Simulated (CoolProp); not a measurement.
Carbon monoxide along the isobar 45 bar: fugacity coefficient from the reference equation and from simpler models built on Tc = 132.9 K, pc = 34.98 bar, ω = 0.050; each cubic takes its own stable root.

Computed with CoolProp (reference Helmholtz-energy equation of state, Lemmon 2006). It is a short technical equation, of lower accuracy than the large ones.

```tsv
T (K)	phase	reference
97.1	liquid	0.1056
123.6	liquid	0.4112
150.1	supercritical	0.7202
176.6	supercritical	0.8349
203.1	supercritical	0.8986
229.6	supercritical	0.9377
256.1	supercritical	0.9629
282.6	supercritical	0.9799
309.2	supercritical	0.9916
335.7	supercritical	0.9997
362.2	supercritical	1.006
388.7	supercritical	1.010
415.2	supercritical	1.013
441.7	supercritical	1.015
```

Q: How far does each simpler model (van der Waals, Redlich-Kwong, Soave-Redlich-Kwong) lie from the reference over these 14 states: mean and median of the absolute difference, and the worst?

A: 
- van der Waals: mean 9.8 %, median 2.0 %, worst +98.8 % at 97.1 K and 45 bar
- Redlich-Kwong: mean 0.8 %, median 0.7 %, worst +1.8 % at 123.6 K and 45 bar
- Soave-Redlich-Kwong: mean 0.7 %, median 0.7 %, worst +1.1 % at 123.6 K and 45 bar
